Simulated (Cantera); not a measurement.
Feed: 1 mol Al(CH3)3, 480 mol NH3, a varied amount of N2, held at 10.0 mbar.

Method: chemical equilibrium by Gibbs-energy minimisation in Cantera with the NASA 1993 tables (ideal gas, pure condensed phases). Candidate condensed phases: Al, AlN, C, C6H6, C7H8, C8H18; 97 gas species. The feed counts by its element totals alone. Rates play no part.

What condenses at these points (T in °C, n(N2) in mol): (727, 130); (577, 81); (1627, 130); (1327, 430); (1477, 340); (577, 430)?


```tsv
T (°C)	n(N2) in mol	condensed phases	Al condensed (%)
727	130	AlN + C	100.0
577	81	AlN	100.0
1627	130	gas only	0.0
1327	430	AlN + C	99.7
1477	340	AlN	81.7
577	430	AlN + C	100.0
```
